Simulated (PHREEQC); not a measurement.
**Acid rinse or clean: speciation**

Consider water at 25 °C with 0.013 mol HCl and 0.0033 mol NaCl per kg of water. It is in equilibrium with CO2 at log p = -3.5 (atm). Otherwise closed; pH follows from the charge balance.

Equilibrium calculation in PHREEQC: ion-association model, phreeqc.dat.

Each row changes one thing in this solution. Precipitation was switched off in this run.

```tsv
case	pH	HCO3- (mol/kgw)
as made	1.93	4.64e-10
HCl replaced by MgCl2 at the same molality	5.64	2.47e-6
NaCl left out	1.93	4.55e-10
0.00065 mol/kgw Na2SO4 added	1.94	4.77e-10
HCl left out	5.66	2.32e-6
```
